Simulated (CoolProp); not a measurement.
Saturation properties of dimethyl carbonate.

Values from CoolProp's reference Helmholtz-energy equation of state, Zhou 2011.

```csv
T (K),p (bar),liquid density (kg/m³),liquid cp (kJ/(kg K)),vapour Z
436.1,6.618,___,2.179,0.8868
443.8,7.750,848.0,___,0.8731
451.5,9.024,834.4,2.240,0.8582
459.3,___,820.1,___,___
467,12.06,805.5,2.315,0.8245
474.7,13.84,___,2.358,0.8056
482.5,15.83,774.2,2.410,0.7849
490.2,18.00,___,2.470,0.7625
```

**Question.** Complete the blanks.

**Answer.** 
- 436.1, liquid density (kg/m³): 861.3
- 443.8, liquid cp (kJ/(kg K)): 2.209
- 459.3, p (bar): 10.47
- 459.3, liquid cp (kJ/(kg K)): 2.276
- 459.3, vapour Z: 0.8419
- 474.7, liquid density (kg/m³): 790.3
- 490.2, liquid density (kg/m³): 757.4

It boils at 363.3 K under 1 atm.
